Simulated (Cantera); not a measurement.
A closed system holds: 1 mol Si, 0.12 mol H2O, 870 mol H2, equilibrated at 0.133 bar.

Cantera equilibrium calculation (NASA polynomials, part measured and part estimated; ideal gas, pure solids and liquids). Candidate condensed phases: H2O, Si, SiO2; 18 gas species. Gases not in the tables: Si2H6 and higher silanes. Rates play no part.

Problem. At 1948 K, list the 4 most abundant gas species with their mole fractions, and the condensed phases.

Solution. H2 0.996, H 0.00309, Si 0.000174, SiO 0.000138. Condensed: Si(l).
